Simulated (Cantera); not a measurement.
A closed system holds: 1 mol n-butane, 0.14 mol NH₃, 21 mol N₂, equilibrated at 58.0 mbar.

These are equilibrium values from Cantera (NASA tables, ideal gas, pure condensed phases), not measurements of a reactor. Candidate condensed phases: C, C₆H₆, C₇H₈, C₈H₁₈; 110 gas species. Ions and electrons are included (thermal ionisation). Equilibrium is a limit: real reactors are often held back by kinetics, nucleation or transport. All values below are at 3500 K.

Base state: N₂ 0.621, H 0.278, CN 0.0373, C 0.0153, C₃ 0.0135, H₂ 0.0128, HCN 0.0111, C₂ 0.00506 (mole fractions); condensed: gas only.

Question: What changes in the equilibrium state with this change: n-butane replaced by CO?

Answer: 
```csv
species,before,after
N₂,0.621,0.936
CO,0,0.0444
H,0.278,0.0186
C₃,0.0135,<1e-9
HCN,0.0111,9.45e-7
C,0.0153,1.59e-5
CN,0.0373,4.74e-5
H₂,0.0128,5.72e-5
C₂H,0.00168,<1e-9
C₂,0.00506,5.42e-9
C₂N₂,0.000311,<1e-9
C₂H₂ (acetylene),0.000247,<1e-9
CNC,0.000109,<1e-9
```
Further candidate phases: H₂O.
